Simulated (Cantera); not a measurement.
A closed system holds: 1 mol B2O3, 2.7 mol H2O, 2.4 mol N2, held at 2373 K and 45000 Pa.

These are equilibrium values from Cantera (NASA tables, ideal gas, pure condensed phases), not measurements of a reactor. Candidate condensed phases: B, BN, B2O3, B3O3H3, H2O; 39 gas species. Equilibrium is a limit: real reactors are often held back by kinetics, nucleation or transport.

Base state: N2 0.386, H2O 0.289, HBO2 0.243, B2O3 0.0353, H2 0.0188, BO2 0.00788, OH 0.00780, O2 0.00507 (mole fractions); condensed: gas only.

**Question.** What changes in the equilibrium state with this change: temperature from 2373 K to 823.15 K?

**Answer.** 
```
species        before    after
------------  -------  -------
H2O             0.289    0.506
N2              0.386    0.475
(HBO2)3       1.51e-7   0.0191
HBO2            0.243  2.94e-7
B2O3           0.0353    <1e-9
H2             0.0188  2.98e-9
BO2           0.00788    <1e-9
OH            0.00780    <1e-9
O2            0.00507  1.39e-9
H             0.00286    <1e-9
NO            0.00198    <1e-9
B2O3(l), mol        0    0.855
```
Gases not in the tables: H3BO3.

**Question.** What changes in the equilibrium state with this change: temperature from 2373 K to 973.15 K?

**Answer.** 
```
species         before    after
------------  --------  -------
H2O              0.289    0.519
N2               0.386    0.472
(HBO2)3        1.51e-7  0.00804
HBO2             0.243  1.58e-5
B2O3            0.0353    <1e-9
H2              0.0188  1.25e-7
BO2            0.00788    <1e-9
H              0.00286    <1e-9
OH             0.00780  4.25e-9
O             0.000796    <1e-9
BO            0.000421    <1e-9
B2O3(l), mol         0    0.939
```
Gases not in the tables: H3BO3.

**Question.** What changes in the equilibrium state with this change: pressure from 45000 Pa to 13300 Pa?

**Answer.** 
```tsv
species	before	after
N2	0.386	0.382
H2O	0.289	0.277
HBO2	0.243	0.237
H2	0.0188	0.0270
BO2	0.00788	0.0118
OH	0.00780	0.0114
B2O3	0.0353	0.0349
O	0.000796	0.00179
BO	0.000421	0.000942
H	0.00286	0.00629
O2	0.00507	0.00761
```
